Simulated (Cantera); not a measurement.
Feed: 1 mol SiCl₄, 2.2 mol HCl, 0.57 mol H₂, equilibrated at 1348.15 K and 1 atm.

Cantera equilibrium calculation (NASA polynomials, part measured and part estimated; ideal gas, pure solids and liquids). Candidate condensed phases: Si; 19 gas species. The tables' values for SiCl₃ are old estimates; treat these amounts as uncertain. Equilibrium is a limit: real reactors are often held back by kinetics, nucleation or transport.

Base state: HCl 0.591, SiCl₄ 0.256, H₂ 0.145, SiCl₃ 0.00440, SiHCl₃ 0.00356, SiCl₂ 0.000379 (mole fractions); condensed: gas only.

Problem. What changes in the equilibrium state with this change: H₂ from 0.57 to 2.3 mol?

Solution. 
| species | before | after |
|---|---|---|
| HCl | 0.591 | 0.417 |
| H₂ | 0.145 | 0.402 |
| SiCl₄ | 0.256 | 0.164 |
| SiH₂Cl₂ | 7.22e-6 | 7.19e-5 |
| SiCl₂ | 0.000379 | 0.00136 |

Problem. What changes in the equilibrium state with this change: pressure from 1 atm to 75.0 Torr?

Solution. 
| species | before | after |
|---|---|---|
| HCl | 0.591 | 0.600 |
| SiCl₄ | 0.256 | 0.243 |
| H₂ | 0.145 | 0.137 |
| SiCl₃ | 0.00440 | 0.0127 |
| SiCl₂ | 0.000379 | 0.00334 |
| SiHCl₃ | 0.00356 | 0.00315 |

Problem. What changes in the equilibrium state with this change: temperature from 1348.15 K to 1100 K?

Solution. 
```
species    before     after
-------  --------  --------
HCl         0.591     0.585
SiCl₄       0.256     0.264
H₂          0.145     0.150
SiCl₂    0.000379   1.08e-6
SiCl₃     0.00440  0.000143
SiHCl₃    0.00356   0.00100
```
